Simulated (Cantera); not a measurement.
# Hydrogen reduction and annealing atmospheres: SiO2 + H2

Charge: 1 mol SiO2, 600 mol H2, at 475 °C and 0.240 bar.

Equilibrium computed with Cantera from the NASA thermochemical tables; the gas is ideal and each condensed phase is pure. Candidate condensed phases: H2O, Si, SiO2; 18 gas species. Equilibrium is a limit: real reactors are often held back by kinetics, nucleation or transport.

```json
{
 "x(H2)": "1.00",
 "n(SiO2(α-quartz))": "1.00 mol",
 "gas_amount": "600.0 mol",
 "log10 activity of Si(s) (absent)": "-3.68"
}
```
